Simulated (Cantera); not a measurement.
Cantera with NASA thermochemical tables; ideal gases at 1 bar, condensed phases pure. Values are per mole of reaction as written; species without (g) are pure solids or liquids, kept so even where they would boil at 1 bar.

6 H₂O(g) + 9 O₂(g) + 4 Cr₂N ⇌ 4 NH₃(g) + 8 CrO₃(g)

```tsv
T (K)	ΔH° (kJ)	ΔS° (J/K)	ΔG° (kJ)	log10 K
300	-574.0	-339.2	-472.2	82.22
750	(withheld)	(withheld)	(withheld)	(withheld)
950	-622.9	-434.6	-210.1	11.55
1150	(withheld)	(withheld)	(withheld)	(withheld)
1350	-655.8	-463.0	-30.7	1.19
1550	(withheld)	(withheld)	(withheld)	(withheld)
```

### Question
What belongs in the gaps?

### Answer

- 750, ΔH° (kJ): -610.9
- 750, ΔS° (J/K): -420.4
- 750, ΔG° (kJ): -295.6
- 750, log10 K: 20.59
- 1150, ΔH° (kJ): -637.5
- 1150, ΔS° (J/K): -448.4
- 1150, ΔG° (kJ): -121.8
- 1150, log10 K: 5.53
- 1550, ΔH° (kJ): -678.3
- 1550, ΔS° (J/K): -478.6
- 1550, ΔG° (kJ): 63.5
- 1550, log10 K: -2.14
